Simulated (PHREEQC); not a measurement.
A column of 0.1 m (40 cells, dispersivity 0.005 m, 300 s a shift, diffusion coefficient 3e-10 m²/s) holds 0.00086 eq of the database's cation exchanger X per kg of pore water, first in equilibrium with 0.00078 mol NaCl and 1e-05 mol HCl per kg of water. It is flushed with 1.1 mmol/kgw KBr, 0.38 mmol/kgw BaCl2 and 0.01 mmol/kgw HCl, at 25 °C. Values are for the last cell. No CO2 enters from the air. No solid was allowed to form.

Base run: PHREEQC, ion-association model, phreeqc.dat. Each further column changes one thing. The table gives Na in solution (mol/kgw).

| pore volumes | base | exchange capacity from 0.00086 to 0.00043 eq/kgw | dispersivity from 0.005 to 0.01 m |
|---|---|---|---|
| 0 | 0.000780 | 0.000780 | 0.000780 |
| 0.4125 | 0.000783 | 0.000783 | 0.000808 |
| 0.9125 | 0.00126 | 0.00119 | (withheld) |
| 1.312 | 0.00115 | (withheld) | 0.000868 |
| 1.712 | 0.000230 | 6.54e-5 | 0.000304 |
| 2.112 | 3.15e-5 | 1.00e-5 | 8.90e-5 |
| 2.612 | 2.60e-6 | 8.87e-7 | 2.06e-5 |
| 3.013 | 3.54e-7 | (withheld) | 6.48e-6 |

**Question.** What belongs in the gaps?

**Answer.** 
- 0.9125, dispersivity from 0.005 to 0.01 m: 0.00130
- 1.312, exchange capacity from 0.00086 to 0.00043 eq/kgw: 0.000403
- 3.013, exchange capacity from 0.00086 to 0.00043 eq/kgw: 1.23e-7
